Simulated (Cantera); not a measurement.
Feed: 1 mol SiC, 0.044 mol Si, 3.2 mol H2, held at 10.0 mbar.

These are equilibrium values from Cantera (NASA tables, ideal gas, pure condensed phases), not measurements of a reactor. Candidate condensed phases: C, C6H6, C7H8, C8H18, Si, SiC; 87 gas species. Mutual solubility and eutectic melting of coexisting phases are not modelled. Gases not in the tables: Si2H6 and higher silanes. The numbers say what is thermodynamically allowed, not how fast it happens.

### Question
Which condensed phases are stable at each of these points (T (K)): 1548, 1698, 1848, 1998, 2148, 2298, 2448, 2598, 2748, 2898?

### Answer
```csv
T (K),condensed phases,Si condensed (%)
1548,Si(s) + SiC(s),100.0
1698,Si(l) + SiC(s),100.0
1848,Si(l) + SiC(s),99.8
1998,Si(l) + SiC(s),98.5
2148,SiC(s),95.6
2298,SiC(s),92.9
2448,C(graphite) + SiC(s),62.1
2598,C(graphite),0.0
2748,C(graphite),0.0
2898,gas only,0.0
```

At 1548 K the condensed part is Si(s) + SiC(s). From 1698 K to 1998 K the condensed part is Si(l) + SiC(s). From 2148 K to 2298 K the condensed part is SiC(s). At 2448 K the condensed part is C(graphite) + SiC(s). From 2598 K to 2748 K the condensed part is C(graphite). At 2898 K nothing is condensed.
